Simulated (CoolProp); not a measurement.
Model: reference Helmholtz-energy equation of state, Younglove 1994, in CoolProp. It is a modified Benedict-Webb-Rubin equation, recast in Helmholtz form.

Q: Give the vapour pressure (MPa), liquid viscosity (µPa s), vapour viscosity (µPa s), liquid conductivity (mW/(m K)) of saturated R123 at 377 K.

A: 
```json
[
 {"T (K)": "377", "p (MPa)": "0.855", "liquid viscosity (µPa s)": "181", "vapour viscosity (µPa s)": "13.5", "liquid conductivity (mW/(m K))": "57.4"}
]
```

Viscosity comes from a separate model (Tanaka 1996). Thermal conductivity comes from a separate model (Laesecke 1996).
